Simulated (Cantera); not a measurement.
A freely propagating, adiabatic, planar premixed flame of C3H8 : O2 : N2 : H2O = 1 : 3.33 : 12.5 : 1.8 (molar parts), equivalence ratio 1.5, unburnt at 625 K and 3.70 bar; mixture-averaged transport, grid criteria slope 0.08 and curve 0.16, no radiation.

Detailed kinetics in Cantera: GRI-Mech 3.0 (53 species, 325 reactions). GRI-Mech 3.0 was tuned for natural gas; its chemistry of propane as a main component is partial and can be far from experiment. Burning velocities carry a grid error of a few per cent, more on coarse grids.

x: mole fraction of selected species; z is measured from the peak of heat release.

```json
[
 {"z (mm)": "-0.616", "T (K)": "626", "u (m/s)": "0.407", "x C3H8": "0.0534", "x O2": "0.178", "x H2O": "0.0963", "x NO": "<1e-8", "x H2O2": "5.03e-8", "x NO2": "<1e-8"},
 {"z (mm)": "-0.411", "T (K)": "632", "u (m/s)": "0.414", "x C3H8": "0.0531", "x O2": "0.176", "x H2O": "0.0967", "x NO": "<1e-8", "x H2O2": "4.50e-7", "x NO2": "<1e-8"},
 {"z (mm)": "-0.308", "T (K)": "652", "u (m/s)": "0.430", "x C3H8": "0.0526", "x O2": "0.173", "x H2O": "0.0988", "x NO": "2.61e-8", "x H2O2": "1.70e-6", "x NO2": "2.76e-8"},
 {"z (mm)": "-0.205", "T (K)": "…", "u (m/s)": "0.500", "x C3H8": "0.0506", "x O2": "0.161", "x H2O": "0.108", "x NO": "1.54e-7", "x H2O2": "7.50e-6", "x NO2": "1.28e-7"},
 {"z (mm)": "-0.103", "T (K)": "…", "u (m/s)": "0.764", "x C3H8": "0.0357", "x O2": "0.119", "x H2O": "0.141", "x NO": "1.06e-6", "x H2O2": "2.24e-5", "x NO2": "2.54e-7"},
 {"z (mm)": "-0.0513", "T (K)": "…", "u (m/s)": "1.03", "x C3H8": "0.0135", "x O2": "0.0770", "x H2O": "0.169", "x NO": "2.33e-6", "x H2O2": "1.49e-5", "x NO2": "1.09e-7"},
 {"z (mm)": "0", "T (K)": "…", "u (m/s)": "1.30", "x C3H8": "0.000325", "x O2": "0.0340", "x H2O": "0.198", "x NO": "4.40e-6", "x H2O2": "3.38e-6", "x NO2": "<1e-8"},
 {"z (mm)": "0.0513", "T (K)": "1927", "u (m/s)": "1.43", "x C3H8": "3.07e-7", "x O2": "0.0125", "x H2O": "0.211", "x NO": "7.64e-6", "x H2O2": "9.74e-7", "x NO2": "<1e-8"},
 {"z (mm)": "0.103", "T (K)": "2002", "u (m/s)": "1.49", "x C3H8": "<1e-8", "x O2": "0.00477", "x H2O": "0.214", "x NO": "1.07e-5", "x H2O2": "3.36e-7", "x NO2": "<1e-8"},
 {"z (mm)": "0.205", "T (K)": "2048", "u (m/s)": "1.52", "x C3H8": "<1e-8", "x O2": "0.000993", "x H2O": "0.212", "x NO": "1.40e-5", "x H2O2": "5.86e-8", "x NO2": "<1e-8"},
 {"z (mm)": "0.411", "T (K)": "2066", "u (m/s)": "1.53", "x C3H8": "<1e-8", "x O2": "0.000120", "x H2O": "0.209", "x NO": "1.63e-5", "x H2O2": "<1e-8", "x NO2": "<1e-8"},
 {"z (mm)": "0.821", "T (K)": "2069", "u (m/s)": "1.54", "x C3H8": "<1e-8", "x O2": "9.22e-6", "x H2O": "0.207", "x NO": "1.80e-5", "x H2O2": "<1e-8", "x NO2": "<1e-8"},
 {"z (mm)": "1.64", "T (K)": "2068", "u (m/s)": "1.54", "x C3H8": "<1e-8", "x O2": "7.05e-7", "x H2O": "0.205", "x NO": "2.11e-5", "x H2O2": "<1e-8", "x NO2": "<1e-8"}
]
```

Question: What belongs in the gaps?

Answer: 
- -0.205, T (K): 746
- -0.103, T (K): 1097
- -0.0513, T (K): 1420
- 0, T (K): 1748
